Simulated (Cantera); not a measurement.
**Equilibrium for metals in furnace atmospheres: Pb + H2O + N2**

A closed system holds: 1 mol Pb, 0.059 mol H2O, 240 mol N2, equilibrated at 10000 Pa.

Equilibrium computed with Cantera from the NASA thermochemical tables; the gas is ideal and each condensed phase is pure. Candidate condensed phases: H2O, Pb, PbO, PbO2, Pb3O4; 27 gas species. The numbers say what is thermodynamically allowed, not how fast it happens.

| T (°C) | x N2 | x Pb | x H2O | x H2 | n Pb(l) |
|---|---|---|---|---|---|
| 352 | 1.000 | 2.33e-10 | 0.000246 | 5.44e-9 | 1.000 |
| 502 | 1.000 | 2.49e-7 | 0.000246 | 1.36e-8 | 1.000 |
| 652 | 1.000 | 2.67e-5 | 0.000246 | 7.44e-8 | 0.994 |
| 802 | 0.999 | 0.000759 | 0.000244 | 1.20e-6 | 0.817 |
| 952 | 0.996 | 0.00414 | 0.000238 | 6.40e-6 | 0 |
| 1102 | 0.996 | 0.00414 | 0.000232 | 1.22e-5 | 0 |
| 1252 | 0.996 | 0.00413 | 0.000224 | 2.05e-5 | 0 |
| 1402 | 0.996 | 0.00412 | 0.000212 | 3.15e-5 | 0 |
| 1552 | 0.996 | 0.00411 | 0.000192 | 4.65e-5 | 0 |
x: gas mole fraction; n: condensed amount in mol.

From 352 °C to 802 °C the condensed part is Pb(l). From 952 °C to 1552 °C nothing is condensed.
